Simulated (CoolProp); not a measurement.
Fluorine along the isotherm 164.4 K: Z from the reference equation and from simpler models built on Tc = 144.4 K, pc = 52.40 bar, ω = 0.045; each cubic takes its own stable root.

Values from CoolProp's reference Helmholtz-energy equation of state, de Reuck 1990.

| p (bar) | phase | reference |
|---|---|---|
| 13.1 | gas | 0.9430 |
| 26.2 | gas | 0.8805 |
| 39.3 | gas | 0.8130 |
| 52.4 | supercritical | 0.7399 |
| 65.5 | supercritical | 0.6597 |
| 78.6 | supercritical | 0.5742 |
| 91.7 | supercritical | 0.5008 |
| 105 | supercritical | 0.4625 |
| 118 | supercritical | 0.4565 |
| 131 | supercritical | 0.4662 |

Task: How far does each simpler model (van der Waals, Soave-Redlich-Kwong) lie from the reference over these 10 states: mean and median of the absolute difference, and the worst?

Result: 
- van der Waals: mean 4.7 %, median 3.9 %, worst +14.5 % at 164.4 K and 131 bar
- Soave-Redlich-Kwong: mean 3.3 %, median 1.3 %, worst +8.5 % at 164.4 K and 118 bar
